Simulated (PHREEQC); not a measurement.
Make-up at 20 °C: 0.053 mol/kgw Cu(BF4)2, 0.028 mol/kgw HNO3 and 0.0023 mol/kgw H3BO3. Closed to the air; pH follows from the charge balance.

Model: ion-association model, wateq4f.dat, run in PHREEQC.

Problem. The ionic strength comes out as 0.186 mol/kgw. What activity coefficients do F-, BF4-, NO3-, CuF+, H+ get?

Solution. F- 0.71, BF4- 0.69, NO3- 0.70, CuF+ 0.75, H+ 0.80.

No solid was allowed to form. Real BF4- forms and hydrolyses slowly; the run takes it at equilibrium.
